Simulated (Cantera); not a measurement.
## Adiabatic ignition

An adiabatic, constant-volume homogeneous reactor starts with 4.11 % C₃H₈, 18.7 % O₂, 70.2 % N₂, 6.98 % H₂O, equivalence ratio 1.1, at 1125 K and 10.0 bar.

Cantera simulation using GRI-Mech 3.0 (53 species, 325 reactions); the numbers are that mechanism's predictions, not measurements. GRI-Mech 3.0 was tuned for natural gas; its chemistry of propane as a main component is partial and can be far from experiment.

```tsv
t (s)	T (K)	P (bar)	x C₃H₈	x O₂	x H₂O	x HCO	x H₂	x H
2.00e-6	1125	10.0	0.0411	0.187	0.0698	<1e-12	9.51e-10	3.70e-11
6.21e-6	1125	10.00	0.0411	0.187	0.0698	<1e-12	3.64e-9	4.36e-11
1.93e-5	1125	10.00	0.0411	0.187	0.0698	<1e-12	1.64e-8	8.37e-11
5.99e-5	1125	10.00	0.0411	0.187	0.0698	<1e-12	1.52e-7	3.70e-10
0.000186	1125	10.0	0.0410	0.187	0.0698	4.72e-12	1.82e-6	1.10e-9
0.000578	1125	10.0	0.0409	0.187	0.0699	2.64e-11	9.55e-6	1.36e-9
0.00179	1125	10.0	0.0402	0.186	0.0701	1.24e-10	4.40e-5	2.36e-9
0.00557	1137	10.2	0.0352	0.183	0.0725	3.69e-9	0.000582	3.61e-8
0.0173	2939	28.2	<1e-12	0.00653	0.193	3.19e-7	0.0164	0.00317
0.0537	2939	28.2	<1e-12	0.00653	0.193	3.19e-7	0.0164	0.00317
0.167	2939	28.2	<1e-12	0.00653	0.193	3.19e-7	0.0164	0.00317
0.518	2939	28.2	<1e-12	0.00653	0.193	3.19e-7	0.0164	0.00317
1.61	2939	28.2	<1e-12	0.00653	0.193	3.19e-7	0.0164	0.00317
5.00	2939	28.2	<1e-12	0.00653	0.193	3.19e-7	0.0164	0.00317
```
x: mole fraction; the columns are a selection and need not sum to one.

* **time of steepest temperature rise**: 6.41 ms
* **temperature at 5.00 s**: 2939 K
* **equilibrium temperature**: 2939 K
* **x(C₃H₈) at 5.00 s**: <1e-12 (gas-phase equilibrium <1e-12)
* **x(O₂) at 5.00 s**: 0.00653 (gas-phase equilibrium 0.00653)
* **x(H₂O) at 5.00 s**: 0.193 (gas-phase equilibrium 0.193)
